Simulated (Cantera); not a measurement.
Input (Python, Cantera) and output of one run.

```python
import numpy as np
import cantera as ct

gas_names = """
    AL ALC ALO ALO2 AL2 AL2O AL2O2 C CO CO2 C2 C2O C3 C3O2 C4 C5 O O2 O3
""".split()
cond_names = """
    AL(cr) AL(L) AL2O3(a) AL2O3(L) C(gr)
""".split()


# ... load() reads the species with a 1 bar reference pressure and builds the phases ...
atoms = {
    'Al': {'AL': 1},
    'O2': {'O': 2},
    'CO': {'C': 1, 'O': 1},
}
top_T = {'C(gr)': 4500}  # K; cautious upper limits of use, not melting points


# ... equilibrate(T, P, feed) seeds the gas with the atoms and calls Mixture.equilibrate('TP', solver="vcs", rtol=1e-11, max_steps=5000) ...
results = []
feed = {'Al': 1, 'O2': 1.1, 'CO': 0.96}  # mol
P = 7500  # Pa
for T in [773, 823, 873, 923, 973, 1023, 1073, 1123, 1173, 1223, 1273, 1323, 1373, 1423]:
    mix = equilibrate(T, P, feed)
    results.append((T, P, feed, dict(zip(mix.species_names, mix.species_moles))))

top = {s: max(r[3][s] / sum(r[3][g] for g in gas_names) for r in results) for s in gas_names}
cols = sorted((s for s in top if top[s] > 1e-06), key=lambda s: -top[s])[:6]
seen = [c for c in cond_names if any(r[3].get(c, 0) > 1e-12 for r in results)]
print("log10 of partial pressures in bar; condensed amounts in mol")
print(f"{'T/K':>10s}" + "".join(f"{s[:9]:>10s}" for s in cols + seen))
for T, P, feed, n in results:
    ng = sum(n[g] for g in gas_names)
    print(f"{T:10.4g}" + "".join(f"{np.log10(max(n[s] / ng * P / 1e5, 1e-99)):10.3f}" for s in cols)
          + "".join(f"{n.get(c, 0):10.4g}" for c in seen))
```

It prints:

```
log10 of partial pressures in bar; condensed amounts in mol
       T/K       CO2        CO  AL2O3(a)     C(gr)
       773    -1.226    -1.807       0.5   0.03369
       823    -1.262    -1.692       0.5         0
       873    -1.262    -1.692       0.5         0
       923    -1.262    -1.692       0.5         0
       973    -1.262    -1.692       0.5         0
      1023    -1.262    -1.692       0.5         0
      1073    -1.262    -1.692       0.5         0
      1123    -1.262    -1.692       0.5         0
      1173    -1.262    -1.692       0.5         0
      1223    -1.262    -1.692       0.5         0
      1273    -1.262    -1.692       0.5         0
      1323    -1.262    -1.692       0.5         0
      1373    -1.262    -1.692       0.5         0
      1423    -1.262    -1.692       0.5         0
```

Method: chemical equilibrium by Gibbs-energy minimisation in Cantera with the NASA 1993 tables (ideal gas, pure condensed phases).
